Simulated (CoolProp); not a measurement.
Vapour pressure (bar) of R134a: the reference equation beside estimates from Tc = 101.1 °C, pc = 40.59 bar, ω = 0.327. Clausius-Clapeyron is anchored at 6.85 °C with a constant enthalpy of vaporisation of 19.72 kJ/mol.

Model: reference Helmholtz-energy equation of state, Tillner-Roth 1994, in CoolProp.

```json
[
 {"T (°C)": "-65.15", "reference": "0.1126", "Clausius-Clapeyron": "0.1986", "Redlich-Kwong": "0.3550", "Soave-Redlich-Kwong": "0.1100", "Peng-Robinson": "0.1154"},
 {"T (°C)": "-50.75", "reference": "0.2819", "Clausius-Clapeyron": "___", "Redlich-Kwong": "0.7516", "Soave-Redlich-Kwong": "0.2769", "Peng-Robinson": "0.2850"},
 {"T (°C)": "-36.35", "reference": "0.6181", "Clausius-Clapeyron": "0.7948", "Redlich-Kwong": "1.423", "Soave-Redlich-Kwong": "0.6112", "Peng-Robinson": "0.6201"},
 {"T (°C)": "-21.95", "reference": "1.219", "Clausius-Clapeyron": "1.411", "Redlich-Kwong": "2.467", "Soave-Redlich-Kwong": "1.213", "Peng-Robinson": "1.218"},
 {"T (°C)": "-7.55", "reference": "2.207", "Clausius-Clapeyron": "2.355", "Redlich-Kwong": "3.985", "Soave-Redlich-Kwong": "2.209", "Peng-Robinson": "2.200"},
 {"T (°C)": "6.85", "reference": "3.727", "Clausius-Clapeyron": "3.727", "Redlich-Kwong": "6.080", "Soave-Redlich-Kwong": "3.748", "Peng-Robinson": "3.714"},
 {"T (°C)": "21.25", "reference": "5.941", "Clausius-Clapeyron": "___", "Redlich-Kwong": "8.852", "Soave-Redlich-Kwong": "___", "Peng-Robinson": "5.927"},
 {"T (°C)": "35.65", "reference": "9.031", "Clausius-Clapeyron": "8.212", "Redlich-Kwong": "12.40", "Soave-Redlich-Kwong": "9.150", "Peng-Robinson": "9.027"},
 {"T (°C)": "49.95", "reference": "13.16", "Clausius-Clapeyron": "11.54", "Redlich-Kwong": "16.77", "Soave-Redlich-Kwong": "13.37", "Peng-Robinson": "___"},
 {"T (°C)": "64.35", "reference": "18.62", "Clausius-Clapeyron": "15.78", "Redlich-Kwong": "22.12", "Soave-Redlich-Kwong": "18.92", "Peng-Robinson": "18.70"}
]
```

Task: Complete the blanks.

Result: 
- -50.75, Clausius-Clapeyron: 0.4155
- 21.25, Clausius-Clapeyron: 5.640
- 21.25, Soave-Redlich-Kwong: 6.000
- 49.95, Peng-Robinson: 13.19

Absolute difference from the reference over all 10 rows, mean and median: Clausius-Clapeyron 21.7 and 13.8 %, Redlich-Kwong 89.1 and 71.8 %, Soave-Redlich-Kwong 1.2 and 1.2 %, Peng-Robinson 0.6 and 0.3 %.
